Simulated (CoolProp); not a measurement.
Computed with CoolProp (reference Helmholtz-energy equation of state, de Reuck 1993).

**Question.** Give the vapour pressure (kPa), surface tension (mN/m), liquid viscosity (µPa s), liquid conductivity (mW/(m K)) of saturated methanol at 127.55 °C.

**Answer.** 
```json
[
 {"T (°C)": "127.55", "p (kPa)": "788", "surface tension (mN/m)": "12.9", "liquid viscosity (µPa s)": "170", "liquid conductivity (mW/(m K))": "180"}
]
```

Viscosity comes from a separate model (Xiang 2006). Thermal conductivity comes from a separate model (Sykioti 2013). Surface tension comes from a separate correlation (Mulero 2012).
